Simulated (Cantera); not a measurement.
## N2O furnace oxynitridation

An isothermal, constant-pressure homogeneous reactor starts with 91.8 % N2O, 8.17 % O2, at 1225 K and 7900 Pa.

Detailed kinetics in Cantera: GRI-Mech 3.0 (53 species, 325 reactions). GRI-Mech 3.0 was tuned for natural gas; its chemistry of N2O as a main component is partial and can be far from experiment. The mechanism lacks the step 2 NO + O2 → 2 NO2, which can matter for NO2 below about 1400 K. The temperature is held fixed by assumption; the heat of reaction is taken as removed at once.

```json
[
 {"t (s)": "3.00e-6", "x N2O": "0.918", "x O2": "0.0817", "x NO": "4.82e-10", "x NO2": "<1e-12", "x N2": "1.08e-7"},
 {"t (s)": "1.18e-5", "x N2O": "0.918", "x O2": "0.0817", "x NO": "7.14e-9", "x NO2": "<1e-12", "x N2": "4.44e-7"},
 {"t (s)": "4.60e-5", "x N2O": "0.918", "x O2": "0.0817", "x NO": "9.49e-8", "x NO2": "<1e-12", "x N2": "2.00e-6"},
 {"t (s)": "0.000180", "x N2O": "0.918", "x O2": "0.0817", "x NO": "9.15e-7", "x NO2": "<1e-12", "x N2": "9.91e-6"},
 {"t (s)": "0.000706", "x N2O": "0.918", "x O2": "0.0817", "x NO": "5.16e-6", "x NO2": "1.29e-11", "x N2": "4.49e-5"},
 {"t (s)": "0.00277", "x N2O": "0.918", "x O2": "0.0818", "x NO": "2.20e-5", "x NO2": "2.33e-10", "x N2": "0.000183"},
 {"t (s)": "0.0108", "x N2O": "0.917", "x O2": "0.0820", "x NO": "8.79e-5", "x NO2": "3.65e-9", "x N2": "0.000722"},
 {"t (s)": "0.0425", "x N2O": "0.914", "x O2": "0.0829", "x NO": "0.000345", "x NO2": "5.13e-8", "x N2": "0.00283"},
 {"t (s)": "0.166", "x N2O": "0.901", "x O2": "0.0864", "x NO": "0.00134", "x NO2": "5.71e-7", "x N2": "0.0110"},
 {"t (s)": "0.652", "x N2O": "0.854", "x O2": "0.0994", "x NO": "0.00507", "x NO2": "3.76e-6", "x N2": "0.0415"},
 {"t (s)": "2.55", "x N2O": "0.697", "x O2": "0.143", "x NO": "0.0174", "x NO2": "1.53e-5", "x N2": "0.143"},
 {"t (s)": "10.0", "x N2O": "0.343", "x O2": "0.240", "x NO": "0.0449", "x NO2": "4.32e-5", "x N2": "0.371"}
]
```
x: mole fraction; the columns are a selection and need not sum to one.

Equilibrium at this temperature and pressure: N2O 4.88e-9, O2 0.371, NO 0.000281, NO2 1.57e-6, N2 0.629 (gas phase only).
